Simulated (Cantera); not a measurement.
Input: 1 mol NH3, 0.45 mol H2O, 4.2 mol N2, equilibrated at 2325 K and 503 Torr.

Method: chemical equilibrium by Gibbs-energy minimisation in Cantera with the NASA 1993 tables (ideal gas, pure condensed phases). Candidate condensed phases: H2O; 24 gas species. Rates play no part.

Base state: N2 0.704, H2 0.222, H2O 0.0671, H 0.00633, OH 0.000319, NO 3.01e-5 (mole fractions); condensed: gas only.

### Question
What changes in the equilibrium state with this change: H2O from 0.45 to 1.6 mol?

### Answer
| species | before | after |
|---|---|---|
| N2 | 0.704 | 0.600 |
| H2O | 0.0671 | 0.203 |
| H2 | 0.222 | 0.189 |
| O | 6.19e-6 | 2.20e-5 |
| OH | 0.000319 | 0.00105 |
| NO | 3.01e-5 | 9.86e-5 |
